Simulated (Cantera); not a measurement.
A Cantera script and what it prints.

```python
import numpy as np
import cantera as ct

gas_names = """
    C CN CO CO2 C2 CCN CNC C2N2 C2O C3 C3O2 C4 C4N2 C5 Fe FeC5O5 FeO N NCO NO NO2 NO3 N2 N2O O O2 O3
""".split()
cond_names = """
    C(gr) Fe(a) Fe(c) Fe(d) Fe(L) FeC5O5(L) FeO(s) FeO(L) Fe2O3(s) Fe3O4(s)
""".split()


# ... load() reads the species with a 1 bar reference pressure and builds the phases ...
atoms = {
    'Fe(CO)5': {'Fe': 1, 'C': 5, 'O': 5},
    'CO': {'C': 1, 'O': 1},
    'N2': {'N': 2},
}
top_T = {'C(gr)': 4500, 'Fe2O3(s)': 1830, 'Fe3O4(s)': 1870}  # K; cautious upper limits of use, not melting points


# ... equilibrate(T, P, feed) seeds the gas with the atoms and calls Mixture.equilibrate('TP', solver="vcs", rtol=1e-11, max_steps=5000) ...
results = []
T = 1575  # K
P = 100000  # Pa
for m in [4.7, 6.2, 8, 10, 14, 18, 23, 30, 40, 52, 68, 88]:
    feed = {'Fe(CO)5': 1, 'CO': 0.4, 'N2': m}  # mol
    mix = equilibrate(T, P, feed)
    results.append((T, P, feed, dict(zip(mix.species_names, mix.species_moles))))
    x = sorted(zip(gas.X, gas.species_names), reverse=True)
    print(f"T = {T:g} K  P = {P:g} Pa  n(N2) = {m:g} mol  gas = {mix.phase_moles(0):.4g} mol")
    print("   x: " + "  ".join(f"{s} {v:.3e}" for v, s in x if v > 0.0001))
    print("   condensed (mol): " + ("  ".join(f"{mix.phase(i).name} {mix.phase_moles(i):.4g}"
          for i in range(1, mix.n_phases) if mix.phase_moles(i) > 1e-12) or "none"))
```

It prints:

```
T = 1575 K  P = 100000 Pa  n(N2) = 4.7 mol  gas = 10.1 mol
   x: CO 5.345e-01  N2 4.654e-01  CO2 1.011e-04
   condensed (mol): C(gr) 0.001021  Fe(c) 1
T = 1575 K  P = 100000 Pa  n(N2) = 6.2 mol  gas = 11.6 mol
   x: N2 5.345e-01  CO 4.654e-01
   condensed (mol): C(gr) 0.0008886  Fe(c) 1
T = 1575 K  P = 100000 Pa  n(N2) = 8 mol  gas = 13.4 mol
   x: N2 5.970e-01  CO 4.029e-01
   condensed (mol): C(gr) 0.0007693  Fe(c) 1
T = 1575 K  P = 100000 Pa  n(N2) = 10 mol  gas = 15.4 mol
   x: N2 6.494e-01  CO 3.506e-01
   condensed (mol): C(gr) 0.0006693  Fe(c) 1
T = 1575 K  P = 100000 Pa  n(N2) = 14 mol  gas = 19.4 mol
   x: N2 7.217e-01  CO 2.783e-01
   condensed (mol): C(gr) 0.0005312  Fe(c) 1
T = 1575 K  P = 100000 Pa  n(N2) = 18 mol  gas = 23.4 mol
   x: N2 7.692e-01  CO 2.307e-01
   condensed (mol): C(gr) 0.0004403  Fe(c) 1
T = 1575 K  P = 100000 Pa  n(N2) = 23 mol  gas = 28.4 mol
   x: N2 8.099e-01  CO 1.901e-01
   condensed (mol): C(gr) 0.0003626  Fe(c) 1
T = 1575 K  P = 100000 Pa  n(N2) = 30 mol  gas = 35.4 mol
   x: N2 8.475e-01  CO 1.525e-01
   condensed (mol): C(gr) 0.0002907  Fe(c) 1
T = 1575 K  P = 100000 Pa  n(N2) = 40 mol  gas = 45.4 mol
   x: N2 8.811e-01  CO 1.189e-01
   condensed (mol): C(gr) 0.0002263  Fe(c) 1
T = 1575 K  P = 100000 Pa  n(N2) = 52 mol  gas = 57.4 mol
   x: N2 9.059e-01  CO 9.407e-02
   condensed (mol): C(gr) 0.0001785  Fe(c) 1
T = 1575 K  P = 100000 Pa  n(N2) = 68 mol  gas = 73.4 mol
   x: N2 9.264e-01  CO 7.357e-02
   condensed (mol): C(gr) 0.0001389  Fe(c) 0.9999
T = 1575 K  P = 100000 Pa  n(N2) = 88 mol  gas = 93.4 mol
   x: N2 9.422e-01  CO 5.781e-02
   condensed (mol): C(gr) 0.0001084  Fe(c) 0.9999
```

Method: chemical equilibrium by Gibbs-energy minimisation in Cantera with the NASA 1993 tables (ideal gas, pure condensed phases). Iron dissolves carbon and melts from about 1420 K in contact with it, which pure phases cannot show. Condensed phases not in the tables: cementite and carbon dissolved in iron.
